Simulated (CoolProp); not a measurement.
Vapour-liquid equilibrium of propylene (1) + 1-butene (2) at 201.1 K; x and y are mole fractions of (1).

Computed with CoolProp (multi-fluid Helmholtz-energy mixture model, Lemmon 2013 and Lemmon 2005; pair parameters Bell 2016).

Task: Give the bubble pressure and the first vapour's composition at x = 0.275, 0.575, 0.95. Is there an azeotrope?

Result: x = 0.275: 9.987 kPa, y = 0.790; x = 0.575: 17.66 kPa, y = 0.929; x = 0.95: 27.27 kPa, y = 0.994. No azeotrope shows between x = 0.05 and 0.95.

The pair parameters rest on a limited set of measurements; away from them the model extrapolates.
